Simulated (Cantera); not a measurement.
**Adiabatic ignition**

An adiabatic, constant-pressure homogeneous reactor starts with 2.04 % CH4, 0.0796 % C2H6, 2.86 % C3H8, 9.32 % O2, 85.7 % N2, equivalence ratio 2.0, at 1225 K and 1300000 Pa.

Computed with Cantera and GRI-Mech 3.0 (53 species, 325 reactions). GRI-Mech 3.0 was tuned for natural gas; its chemistry of propane as a main component is partial and can be far from experiment. The pressure lies above the range GRI-Mech 3.0 was tuned for (to about 10 atm).

| t (s) | T (K) | x CH4 | x C2H6 | x C3H8 | x HCO | x O | x CH2CO |
|---|---|---|---|---|---|---|---|
| 2.00e-6 | 1225 | 0.0204 | 0.000796 | 0.0286 | <1e-12 | 2.08e-10 | <1e-12 |
| 8.29e-6 | 1225 | 0.0204 | 0.000796 | 0.0286 | <1e-12 | 4.82e-10 | 3.33e-11 |
| 3.44e-5 | 1225 | 0.0204 | 0.000799 | 0.0285 | 3.96e-11 | 2.03e-9 | 6.16e-9 |
| 0.000143 | 1225 | 0.0205 | 0.000851 | 0.0282 | 3.95e-10 | 2.66e-9 | 3.48e-7 |
| 0.000591 | 1226 | 0.0208 | 0.00109 | 0.0269 | 2.52e-9 | 4.80e-9 | 9.37e-6 |
| 0.00245 | 1925 | 0.00467 | 3.74e-6 | 8.33e-10 | 2.61e-8 | 3.80e-9 | 8.56e-6 |
| 0.0102 | 1908 | 0.00206 | 5.61e-7 | 6.79e-11 | 2.65e-8 | 2.35e-9 | 3.95e-6 |
| 0.0421 | 1895 | 0.000845 | 7.65e-8 | 4.32e-12 | 2.89e-8 | 1.91e-9 | 6.68e-7 |
| 0.175 | 1888 | 1.60e-5 | 2.72e-11 | <1e-12 | 2.92e-8 | 1.68e-9 | 3.77e-9 |
| 0.724 | 1888 | 1.40e-8 | <1e-12 | <1e-12 | 2.93e-8 | 1.69e-9 | 3.08e-12 |
| 3.00 | 1888 | 1.40e-8 | <1e-12 | <1e-12 | 2.93e-8 | 1.69e-9 | 3.08e-12 |
x: mole fraction; the columns are a selection and need not sum to one.

```yaml
time_of_steepest_temperature_rise: 1.83 ms
temperature at 3.00 s: 1888 K
equilibrium_temperature: 1888 K
x(CH4) at 3.00 s: 1.40e-8 (gas-phase equilibrium 1.54e-8)
x(C2H6) at 3.00 s: <1e-12 (gas-phase equilibrium <1e-12)
x(C3H8) at 3.00 s: <1e-12 (gas-phase equilibrium <1e-12)
```
